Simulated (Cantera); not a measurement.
A perfectly stirred reactor is fed with CO : O₂ : H₂O : N₂ = 0.0025 : 0.081 : 0.0084 : 1 (molar parts), equivalence ratio 0.015, at 1000000 Pa; it is held at 1450 K, and followed from long to short residence time.

Model: GRI-Mech 3.0 (53 species, 325 reactions), integrated in Cantera.

Question: Predict: x(CO) at τ = 1.60 s; x(O₂) at τ = 1.60 s; x(H₂O) at τ = 1.60 s; x(CO₂) at τ = 1.60 s; x(NO) at τ = 1.60 s; x(CO) at τ = 18.0 ms; x(O₂) at τ = 18.0 ms; x(H₂O) at τ = 18.0 ms; x(CO₂) at τ = 18.0 ms; x(NO) at τ = 18.0 ms.

Answer: 
```
Item                      Value
---------------------  --------
x(CO) at τ = 1.60 s     6.00e-6
x(O₂) at τ = 1.60 s      0.0731
x(H₂O) at τ = 1.60 s    0.00770
x(CO₂) at τ = 1.60 s    0.00229
x(NO) at τ = 1.60 s     2.33e-7
x(CO) at τ = 18.0 ms   0.000169
x(O₂) at τ = 18.0 ms     0.0732
x(H₂O) at τ = 18.0 ms   0.00769
x(CO₂) at τ = 18.0 ms   0.00212
x(NO) at τ = 18.0 ms    1.74e-7
```
